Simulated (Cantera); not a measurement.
An isothermal, constant-pressure homogeneous reactor starts with N2O : O2 = 1 : 1.3 (molar parts), at 1425 K and 20.3 Torr.

Computed with Cantera and GRI-Mech 3.0 (53 species, 325 reactions). GRI-Mech 3.0 was tuned for natural gas; its chemistry of N2O as a main component is partial and can be far from experiment. Radical loss at walls, strong at low pressure, is not modelled. The temperature is held fixed by assumption; the heat of reaction is taken as removed at once.

One state of this run: x N2O = 0.226; x O2 = 0.585; x O = 3.34e-5; x NO = 0.0359; x N2 = 0.154; x NO2 = 1.94e-5. x: mole fraction; the columns are a selection and need not sum to one.

Q: Which value of t (s) does it belong to?
A. 0.0126
B. 0.0711
C. 0.400
D. 0.949

A: D, 0.949
